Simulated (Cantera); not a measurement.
Cantera run:

```python
import numpy as np
import cantera as ct

gas_names = """
    C CH CH2 CH3 CH2OH CH3O CH4 CH3OH CN CO CO2 COOH C2 C2H CHCO,ketyl C2H2,acetylene C2H2,vinylidene
    CH2CO,ketene C2H3,vinyl CH3CN CH3CO,acetyl C2H4 C2H4O,ethylen CH3CHO,ethanal CH3COOH (HCOOH)2 C2H5
    C2H6 CH3OCH3 C2H5OH CCN CNC C2N2 C2O C3 C3H3,propargyl C3H4,allene C3H4,propyne C3H4,cyclo-
    C3H5,allyl C3H6,propylene C3H6,cyclo- C3H6O C3H7,n-propyl C3H7,i-propyl C3H8 C3H8O,1propanol
    C3H8O,2propanol C3O2 C4 C4H2 C4H4,1,3-cyclo- C4H6,butadiene C4H6,2-butyne C4H6,cyclo- C4H8,1-butene
    C4H8,cis2-buten C4H8,tr2-butene C4H8,isobutene C4H8,cyclo- (CH3COOH)2 C4H9,n-butyl C4H9,i-butyl
    C4H9,s-butyl C4H9,t-butyl C4H10,isobutane C4H10,n-butane C4N2 C5 C5H6,1,3cyclo- C5H8,cyclo-
    C5H10,1-pentene C5H10,cyclo- C5H11,pentyl C5H11,t-pentyl C5H12,n-pentane C5H12,i-pentane
    CH3C(CH3)2CH3 C6H2 C6H5,phenyl C6H5O,phenoxy C6H6 C6H5OH,phenol C6H10,cyclo- C6H12,1-hexene
    C6H12,cyclo- C6H13,n-hexyl C7H7,benzyl C7H8 C7H8O,cresol C7H14,1-heptene C7H15,n-heptyl
    C7H16,n-heptane C8H8,styrene C8H10,ethylbenz C8H16,1-octene C8H17,n-octyl C8H18,isooctane
    C8H18,n-octane C9H19,n-nonyl C10H8,naphthale C10H21,n-decyl C12H9,o-bipheny C12H10,bipheny H HCN HCO
    HCCN HNC HNCO HNO HNO2 HNO3 HO2 H2 HCHO,formaldehy HCOOH H2O H2O2 N NCO NH NH2 NH3 NH2OH NO NO2 NO3
    N2 N2H2 N2H4 N2O O OH O2 O3
""".split()
cond_names = """
    C(gr) C6H6(L) C7H8(L) C8H18(L),n-octa H2O(s) H2O(L)
""".split()


def load(file, names, dense=False):
    # The tables refer to 1 bar. Condensed volumes are neglected.
    table = {s.name: s for s in ct.Species.list_from_file(file)}
    out = []
    for n in names:
        d = dict(table[n].input_data)
        d["thermo"] = dict(d["thermo"], **{"reference-pressure": 1e5})
        if dense:
            d["equation-of-state"] = {"model": "constant-volume", "density": "1e6 g/cm^3"}
        out.append(ct.Species.from_dict(d))
    return out


gas = ct.Solution(thermo="ideal-gas", species=load("nasa_gas.yaml", gas_names))
cond = {s.name: ct.Solution(thermo="fixed-stoichiometry", species=[s], name=s.name)
        for s in load("nasa_condensed.yaml", cond_names, dense=True)}
atoms = {
    'toluene': {'C': 7, 'H': 8},
    'NH3': {'N': 1, 'H': 3},
    'O2': {'O': 2},
}
top_T = {'C(gr)': 4500}  # K; cautious upper limits of use, not melting points


def equilibrate(T, P, feed):
    n = {}
    for name, mol in feed.items():
        for a, k in atoms[name].items():
            n[a] = n.get(a, 0.0) + k * mol
    gas.TPX = T, P, n
    mass = sum(n.values()) * gas.mean_molecular_weight
    gas.equilibrate("TP")
    valid = [c for c in cond.values() if c.min_temp <= T <= top_T.get(c.name, c.max_temp)]
    mix = ct.Mixture([(gas, mass / gas.mean_molecular_weight)] + [(c, 0.0) for c in valid])
    mix.T, mix.P = T, P
    mix.equilibrate("TP", solver="vcs", rtol=1e-11, max_steps=5000)
    return mix


results = []
feed = {'toluene': 1, 'NH3': 0.096, 'O2': 1.2}  # mol
T = 1198.15  # K
P = 1400000  # Pa
mix = equilibrate(T, P, feed)
results.append((T, P, feed, dict(zip(mix.species_names, mix.species_moles))))
print(gas.report(threshold=1e-06))
for i in range(1, mix.n_phases):
    print(f"{mix.phase(i).name:16s} {mix.phase_moles(i):12.5e} mol")
```

Output:

```
       temperature   1198.2 K
          pressure   1.4e+06 Pa
           density   1.849 kg/m^3
  mean mol. weight   13.157 kg/kmol
   phase of matter   gas

                          1 kg             1 kmol
                     ---------------   ---------------
          enthalpy       -2.5504e+06       -3.3556e+07  J
   internal energy       -3.3076e+06       -4.3518e+07  J
           entropy             14745          1.94e+05  J/K
    Gibbs function       -2.0217e+07         -2.66e+08  J
 heat capacity c_p            2784.4             36634  J/K
 heat capacity c_v            2152.4             28320  J/K

                      mass frac. Y      mole frac. X     chem. pot. / RT
                     ---------------   ---------------   ---------------
               CH4          0.078051          0.064011            -33.72
                CO           0.65335           0.30689           -35.731
               CO2          0.085559          0.025579           -69.665
              C2H4        1.0601e-05        4.9716e-06           -35.518
              C2H6        1.3356e-05         5.844e-06           -51.479
               HCN        1.0003e-05        4.8697e-06           -23.528
                H2           0.08186           0.53425           -15.961
   HCHO,formaldehy        2.5981e-06        1.1385e-06           -51.693
               H2O          0.083291          0.060831           -49.895
               NH3         0.0001245        9.6182e-05           -37.691
                N2           0.01773          0.008327           -27.499
     [ +125 minor]        1.8904e-06        7.0938e-07

C(gr)             4.72818e+00 mol
```

Method: chemical equilibrium by Gibbs-energy minimisation in Cantera with the NASA 1993 tables (ideal gas, pure condensed phases).
